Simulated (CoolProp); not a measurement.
CF4 (R14) at several states: fugacity coefficient from the reference equation and from simpler models built on Tc = -45.8 °C, pc = 37.62 bar, ω = 0.178; each cubic takes its own stable root.

Model: reference Helmholtz-energy equation of state, Platzer 1990, in CoolProp. This equation is an older, rougher fit; its heat capacities, sound speeds and derivatives of the liquid may be far off and weren't checked against measurements.

```tsv
T (°C)	p (bar)	phase	reference
190.75	3.42	gas	0.9993
221.35	0.801	gas	1.000
-90.15	39.5	liquid	0.1991
-78.25	3.29	gas	0.9531
```

Question: How far does each simpler model (van der Waals, Soave-Redlich-Kwong, Peng-Robinson) lie from the reference over these 4 states: mean and median of the absolute difference, and the worst?

Answer: 
- van der Waals: mean 19.5 %, median 0.6 %, worst +76.7 % at -90.15 °C and 39.5 bar
- Soave-Redlich-Kwong: mean 0.5 %, median 0.1 %, worst +1.9 % at -90.15 °C and 39.5 bar
- Peng-Robinson: mean 0.5 %, median 0.3 %, worst -1.6 % at -90.15 °C and 39.5 bar
